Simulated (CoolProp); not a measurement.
Vapour-liquid equilibrium of CHF3 (R23) (1) + propylene (2) at 243 K; x and y are mole fractions of (1).

Values from CoolProp's multi-fluid Helmholtz-energy mixture model, Penoncello 2003 and Lemmon 2013; pair parameters Bell 2016.

| x | bubble pressure (MPa) | y at the bubble point | dew pressure at overall composition x (MPa) | liquid density (mol/L) |
|---|---|---|---|---|
| 0.05 | 0.3194 | 0.352 | 0.2212 | 14.08 |
| 0.2 | 0.5634 | 0.658 | 0.2614 | 14.42 |
| 0.35 | 0.7138 | 0.752 | 0.3187 | 14.78 |
| 0.5 | 0.8086 | 0.802 | 0.4061 | 15.18 |
| 0.65 | 0.8776 | 0.842 | 0.5528 | 15.66 |
| 0.8 | 0.9377 | 0.888 | 0.8045 | 16.28 |
| 0.95 | 0.9901 | 0.962 | 0.9843 | 17.11 |

No azeotrope shows between x = 0.05 and 0.95.

The pair parameters rest on a limited set of measurements; away from them the model extrapolates. With so large a gap from Raoult's law the liquid may split in two, which this calculation doesn't test in full.
